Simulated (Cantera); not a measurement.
What does this Cantera script print?

```python
import numpy as np
import cantera as ct

gas_names = [...]  # 92 gases of nasa_gas.yaml made of C, H, N
cond_names = """
    C(gr) C6H6(L) C7H8(L) C8H18(L),n-octa
""".split()


# ... load() reads the species with a 1 bar reference pressure and builds the phases ...
atoms = {
    'C': {'C': 1},
    'NH3': {'N': 1, 'H': 3},
    'N2': {'N': 2},
}
top_T = {'C(gr)': 4500}  # K; cautious upper limits of use, not melting points


# ... equilibrate(T, P, feed) seeds the gas with the atoms and calls Mixture.equilibrate('TP', solver="vcs", rtol=1e-11, max_steps=5000) ...
results = []
feed = {'C': 1, 'NH3': 0.76, 'N2': 0.35}  # mol
P = 1000  # Pa
for T in [2100, 2150, 2200, 2250, 2300, 2350, 2400, 2450, 2500, 2550, 2600, 2650]:
    mix = equilibrate(T, P, feed)
    results.append((T, P, feed, dict(zip(mix.species_names, mix.species_moles))))

top = {s: max(r[3][s] / sum(r[3][g] for g in gas_names) for r in results) for s in gas_names}
cols = sorted((s for s in top if top[s] > 0.001), key=lambda s: -top[s])[:7]
seen = [c for c in cond_names if any(r[3].get(c, 0) > 1e-12 for r in results)]
print("log10 of partial pressures in bar; condensed amounts in mol")
print(f"{'T/K':>10s}" + "".join(f"{s[:9]:>10s}" for s in cols + seen))
for T, P, feed, n in results:
    ng = sum(n[g] for g in gas_names)
    print(f"{T:10.4g}" + "".join(f"{np.log10(max(n[s] / ng * P / 1e5, 1e-99)):10.3f}" for s in cols)
          + "".join(f"{n.get(c, 0):10.4g}" for c in seen))
```

Output:

```
log10 of partial pressures in bar; condensed amounts in mol
       T/K        H2        N2         H       HCN C2H2,acet       HNC        CN     C(gr)
      2100    -2.233    -2.420    -3.623    -3.995    -5.074    -5.166    -6.919    0.9763
      2150    -2.239    -2.423    -3.495    -3.924    -4.952    -5.060    -6.669    0.9714
      2200    -2.247    -2.426    -3.373    -3.858    -4.838    -4.960    -6.432    0.9657
      2250    -2.256    -2.431    -3.257    -3.796    -4.731    -4.866    -6.206    0.9592
      2300    -2.268    -2.436    -3.148    -3.738    -4.632    -4.778    -5.990    0.9519
      2350    -2.282    -2.442    -3.045    -3.685    -4.540    -4.697    -5.784    0.9438
      2400    -2.299    -2.449    -2.948    -3.637    -4.456    -4.621    -5.587    0.9347
      2450    -2.320    -2.457    -2.857    -3.594    -4.379    -4.551    -5.400    0.9248
      2500    -2.344    -2.467    -2.772    -3.555    -4.310    -4.487    -5.220     0.914
      2550    -2.373    -2.477    -2.693    -3.522    -4.250    -4.429    -5.049    0.9022
      2600    -2.408    -2.489    -2.620    -3.494    -4.198    -4.377    -4.885    0.8894
      2650    -2.448    -2.502    -2.553    -3.471    -4.155    -4.332    -4.728    0.8751
```

Equilibrium computed with Cantera from the NASA thermochemical tables; the gas is ideal and each condensed phase is pure.
